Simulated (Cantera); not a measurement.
**Low-pressure radical oxidation in H2/O2**

An isothermal, constant-pressure homogeneous reactor starts with H2 : O2 = 0.039 : 1 (molar parts), at 925 K and 0.0286 atm.

Detailed kinetics in Cantera: GRI-Mech 3.0 (53 species, 325 reactions). Radical loss at walls, strong at low pressure, is not modelled. Below about 950 K walls govern HO2 and H2O2 in real vessels. The temperature is held fixed by assumption; the heat of reaction is taken as removed at once.

```csv
t (s),x H2,x O2,x H,x HO2,x H2O2,x OH,x H2O
0.000100,0.0375,0.962,6.31e-12,8.49e-12,<1e-12,2.14e-12,1.16e-12
0.000277,0.0375,0.962,1.81e-11,2.44e-11,<1e-12,1.01e-11,1.57e-11
0.000765,0.0375,0.962,1.20e-10,8.15e-11,<1e-12,8.25e-11,2.71e-10
0.00211,0.0375,0.962,1.30e-8,2.50e-9,<1e-12,9.23e-9,3.80e-8
0.00585,0.0289,0.958,0.00255,1.48e-5,3.29e-7,0.00107,0.00686
0.0162,0.000584,0.960,0.000189,9.60e-6,2.91e-7,0.000317,0.0374
0.0447,9.54e-5,0.962,6.36e-6,2.85e-6,1.30e-7,7.72e-5,0.0381
0.124,2.10e-5,0.962,4.18e-7,8.70e-7,7.05e-8,2.97e-5,0.0382
0.342,4.16e-6,0.962,3.31e-8,2.31e-7,3.48e-8,1.29e-5,0.0382
0.946,6.11e-7,0.962,2.89e-9,5.41e-8,1.51e-8,5.90e-6,0.0383
2.62,5.76e-8,0.962,2.92e-10,1.27e-8,5.93e-9,2.79e-6,0.0383
7.23,3.67e-9,0.962,3.79e-11,3.42e-9,2.25e-9,1.42e-6,0.0383
20.0,4.77e-10,0.962,6.19e-12,1.06e-9,8.65e-10,7.75e-7,0.0383
```
x: mole fraction; the columns are a selection and need not sum to one.

Equilibrium at this temperature and pressure: H2 1.80e-12, O2 0.962, H <1e-12, HO2 2.03e-10, H2O2 6.38e-12, OH 5.19e-8, H2O 0.0383 (gas phase only).
